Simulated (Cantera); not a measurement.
Charge: 1 mol borazine, 2.6 mol NH3, 0.14 mol H2, held at 2225 K.

These are equilibrium values from Cantera (NASA tables, ideal gas, pure condensed phases), not measurements of a reactor. Candidate condensed phases: B, BN; 15 gas species. The feed counts by its element totals alone. Rates play no part.

Q: What share of the B ends up in condensed phases as a function of P (Pa), at 10, 28, 77, 220, 600, 1700, 4600, 13000, 36000, 100000?

A: 
```json
[
 {"P (Pa)": "10", "B condensed (%)": "83.2", "as": "B(s)"},
 {"P (Pa)": "28", "B condensed (%)": "94.4", "as": "B(s)"},
 {"P (Pa)": "77", "B condensed (%)": "97.8", "as": "B(s)"},
 {"P (Pa)": "220", "B condensed (%)": "99.0", "as": "B(s)"},
 {"P (Pa)": "600", "B condensed (%)": "99.4", "as": "B(s)"},
 {"P (Pa)": "1700", "B condensed (%)": "99.6", "as": "BN(s)"},
 {"P (Pa)": "4600", "B condensed (%)": "99.8", "as": "BN(s)"},
 {"P (Pa)": "13000", "B condensed (%)": "99.9", "as": "BN(s)"},
 {"P (Pa)": "36000", "B condensed (%)": "99.9", "as": "BN(s)"},
 {"P (Pa)": "100000", "B condensed (%)": "100.0", "as": "BN(s)"}
]
```
